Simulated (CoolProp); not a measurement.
Vapour pressure (MPa) of oxygen: the reference equation beside estimates from Tc = 154.6 K, pc = 5.046 MPa, ω = 0.022.

The numbers come from the reference Helmholtz-energy equation of state, Schmidt 1985 in CoolProp.

| T (K) | reference | Lee-Kesler | Redlich-Kwong |
|---|---|---|---|
| 109.3 | 0.5176 | 0.5176 | 0.4796 |
| 112 | 0.6222 | 0.6225 | 0.5857 |
| 114.7 | 0.7414 | 0.7420 | 0.7076 |
| 117.4 | 0.8763 | 0.8772 | 0.8465 |
| 120.1 | 1.028 | 1.029 | 1.003 |
| 122.9 | 1.205 | 1.205 | 1.186 |
| 125.6 | 1.395 | 1.395 | 1.383 |
| 128.3 | 1.605 | 1.605 | 1.602 |
| 131 | 1.838 | 1.837 | 1.843 |
| 133.8 | 2.103 | 2.101 | 2.117 |
| 136.5 | 2.384 | 2.381 | 2.407 |
| 139.2 | 2.692 | 2.688 | 2.722 |
| 141.9 | 3.026 | 3.022 | 3.063 |
| 144.6 | 3.391 | 3.387 | 3.431 |
| 147.4 | 3.803 | 3.800 | 3.843 |

Absolute difference from the reference over all 15 rows, mean and median: Lee-Kesler 0.1 and 0.1 %, Redlich-Kwong 2.2 and 1.2 %.
